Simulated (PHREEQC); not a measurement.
PHREEQC input (ion-association model, wateq4f.dat):

```
SOLUTION_MASTER_SPECIES
  An  An-  0  An  62.0  # stands for a non-complexing anion
SOLUTION_SPECIES
  An- = An-
    -log_k 0
    -gamma 3.0 0
PHASES
  Fix_H+
    H+ = H+
    -log_k 0
SOLUTION 1
  temp 25
  units mmol/kgw
  pH 7 charge
  Se(6) 0.066
  Na 1.402
  F 0.27
  An 1
END
SELECTED_OUTPUT 1
  -reset false
  -pH true
  -pe true
  -ionic_strength true
  -water true
  -totals F Na Se Se(-2) Se(4) Se(6)
  -molalities Hfo_wOH Hfo_wOH2+ Hfo_wO- Hfo_sOH Hfo_sOH2+ Hfo_sO- Hfo_wF Hfo_wOHF- Hfo_wSeO4- Hfo_wOHSeO4-2
USER_PUNCH 1
  -headings sigma psi
  10 PUNCH EDL("sigma", "Hfo"), EDL("psi", "Hfo")
PRINT
  -reset false
USE solution 1
SURFACE 1
  Hfo_wOH 0.00696629 600 3.1
  Hfo_sOH 0.000174157
EQUILIBRIUM_PHASES 1
  Fix_H+ -3 HAn 10
    -force_equality true
  O2(g) -0.68 10
END
# ... the last block is repeated for the other 12 points of pH, with NaOH or the acid as the point needs
```

Selected output (columns that matter, 13 of 13 rows; pH added in front):

```
pH	mu	F	Na	Se	m_Hfo_wOH	m_Hfo_wOH2+	m_Hfo_wO-	m_Hfo_sOH	m_Hfo_sOH2+	m_Hfo_sO-	m_Hfo_wF	m_Hfo_wOHF-	sigma	psi
3	0.0051664	8.4335e-07	0.001402	2.1368e-10	0.0012178	0.0054071	6.2831e-06	3.1983e-05	0.00014201	1.6502e-07	0.00019956	6.9598e-05	0.27934	0.21548
3.67	0.0034459	5.987e-07	0.001402	3.4165e-10	0.002756	0.0038295	4.5437e-05	7.2384e-05	0.00010058	1.1934e-06	0.00012741	0.00014199	0.18854	0.20569
4.33	0.0025231	9.5567e-07	0.001402	1.2686e-09	0.0039586	0.0025308	0.00014185	0.00010396	6.6467e-05	3.7254e-06	7.8613e-05	0.00019043	0.11121	0.18659
5	0.0019863	2.401e-06	0.001402	8.7519e-09	0.0046198	0.0017303	0.00028256	0.0001213	4.5434e-05	7.4194e-06	5.2114e-05	0.00021548	0.059535	0.1607
5.67	0.0016921	7.7612e-06	0.001402	9.5254e-08	0.0049024	0.0013179	0.00041776	0.00012862	3.4577e-05	1.096e-05	3.8788e-05	0.00022345	0.029854	0.12958
6.33	0.0015426	2.7077e-05	0.001402	1.3152e-06	0.0050244	0.0011162	0.00051812	0.00013141	2.9194e-05	1.3551e-05	3.0474e-05	0.00021245	0.014402	0.095439
7	0.0014808	8.3664e-05	0.001402	1.6355e-05	0.0051319	0.00098736	0.00061106	0.0001328	2.5549e-05	1.5812e-05	2.059e-05	0.00016575	0.006477	0.059499
7.67	0.0014781	0.00017333	0.001402	5.5488e-05	0.0052602	0.0008722	0.00072674	0.00013356	2.2146e-05	1.8452e-05	9.3492e-06	8.7324e-05	0.0021536	0.023685
8.33	0.001456	0.00023818	0.001402	6.5291e-05	0.0053225	0.00080953	0.00080169	0.00013369	2.0333e-05	2.0136e-05	2.845e-06	2.897e-05	-0.0011573	-0.013139
9	0.0015217	0.00026206	0.0015075	6.5963e-05	0.0053393	0.00076278	0.0008562	0.00013364	1.9091e-05	2.1429e-05	6.7069e-07	7.2708e-06	-0.0053486	-0.051165
9.67	0.0016388	0.00026812	0.001697	6.5998e-05	0.0053324	0.00069589	0.00093607	0.00013335	1.7402e-05	2.3408e-05	1.4627e-07	1.7359e-06	-0.012862	-0.088475
10.33	0.001964	0.00026952	0.0021703	6.5999e-05	0.0052814	0.00057708	0.0011073	0.00013204	1.4428e-05	2.7684e-05	3.1722e-08	4.4962e-07	-0.028217	-0.12296
11	0.0031462	0.00026985	0.0036947	6.5999e-05	0.0050289	0.00036959	0.0015675	0.00012572	9.2399e-06	3.9189e-05	6.382e-09	1.3448e-07	-0.06371	-0.1524
```

The oxide is taken as insoluble; below pH 4 it would dissolve.
